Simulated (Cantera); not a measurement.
**Ignition delay**

Mixture: 16.2 % CH₄, 1.07 % H₂, 17.4 % O₂, 65.3 % N₂, at 320000 Pa, adiabatic and at constant volume. Ignition delay is the time to a rise of 400 K.

Cantera simulation using GRI-Mech 3.0 (53 species, 325 reactions); the numbers are that mechanism's predictions, not measurements. Below about 1000 K GRI-Mech 3.0 lacks low-temperature oxidation paths. Below about 950 K walls govern HO2 and H2O2 in real vessels.

```tsv
T0 (K)	delay (ms)
875	606
975	94.6
1075	34.3
1175	12.6
1275	4.38
1375	1.52
```

apparent activation energy between 1175 and 1375 K: 140 kJ/mol
